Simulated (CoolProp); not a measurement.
Vapour-liquid equilibrium of n-octane (1) + p-xylene (2) at 486.5 K; x and y are mole fractions of (1).

Computed with CoolProp (multi-fluid Helmholtz-energy mixture model, Beckmüller 2019 and Zhou 2012; pair parameters Bell 2016).

| x | bubble pressure, mixture model (MPa) | bubble pressure, Raoult's law (MPa) | y, mixture model | y, Raoult's law |
|---|---|---|---|---|
| 0.05 | 0.5461 | 0.5400 | 0.071 | 0.065 |
| 0.125 | 0.5662 | 0.5529 | 0.167 | 0.159 |
| 0.2 | 0.5842 | 0.5658 | 0.254 | 0.249 |
| 0.275 | 0.6006 | 0.5787 | 0.335 | 0.334 |
| 0.35 | 0.6155 | 0.5916 | 0.411 | 0.416 |
| 0.425 | 0.6290 | 0.6045 | 0.483 | 0.495 |
| 0.5 | 0.6415 | 0.6174 | 0.553 | 0.570 |
| 0.575 | 0.6530 | 0.6303 | 0.621 | 0.642 |
| 0.65 | 0.6636 | 0.6432 | 0.688 | 0.711 |
| 0.725 | 0.6733 | 0.6561 | 0.755 | 0.777 |
| 0.8 | 0.6824 | 0.6690 | 0.821 | 0.841 |
| 0.875 | 0.6908 | 0.6819 | 0.888 | 0.903 |
| 0.95 | 0.6985 | 0.6948 | 0.955 | 0.962 |

The largest gap from Raoult's law is +4.1 % in bubble pressure, at x = 0.425. No azeotrope shows between x = 0.05 and 0.95.

The pair parameters rest on a limited set of measurements; away from them the model extrapolates.
